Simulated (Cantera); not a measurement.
Input: 1 mol Si, 2.5 mol HBr, 53 mol H₂, a varied amount of Br₂, at 750 K and 14.0 Pa.

Method: chemical equilibrium by Gibbs-energy minimisation in Cantera with the NASA 1993 tables (ideal gas, pure condensed phases). Candidate condensed phases: Br₂, Si; 19 gas species. The numbers say what is thermodynamically allowed, not how fast it happens.

Task: At 1.3 mol Br₂, list the 5 most abundant gas species with their mole fractions, and the condensed phases.

Result: H₂ 0.962, HBr 0.0200, SiBr₄ 0.0177, SiHBr₃ 0.000209, SiBr₂ 1.13e-5. Condensed: gas only.
